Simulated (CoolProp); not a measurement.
Vapour-liquid equilibrium of benzene (1) + m-xylene (2) at 331.2 K; x and y are mole fractions of (1).

Computed with CoolProp (multi-fluid Helmholtz-energy mixture model, Thol 2012 and Zhou 2012; pair parameters Bell 2016).

| x | bubble pressure, mixture model (MPa) | bubble pressure, Raoult's law (MPa) | y, mixture model | y, Raoult's law |
|---|---|---|---|---|
| 0.05 | 0.008274 | 0.008180 | 0.304 | 0.298 |
| 0.2 | 0.01475 | 0.01459 | 0.668 | 0.668 |
| 0.35 | 0.02106 | 0.02099 | 0.809 | 0.813 |
| 0.5 | 0.02734 | 0.02740 | 0.886 | 0.890 |
| 0.65 | 0.03368 | 0.03380 | 0.935 | 0.937 |
| 0.8 | 0.04009 | 0.04021 | 0.968 | 0.970 |
| 0.95 | 0.04658 | 0.04661 | 0.993 | 0.994 |

The largest gap from Raoult's law is +1.1 % in bubble pressure, at x = 0.05. No azeotrope shows between x = 0.05 and 0.95.

The pair parameters rest on a limited set of measurements; away from them the model extrapolates.
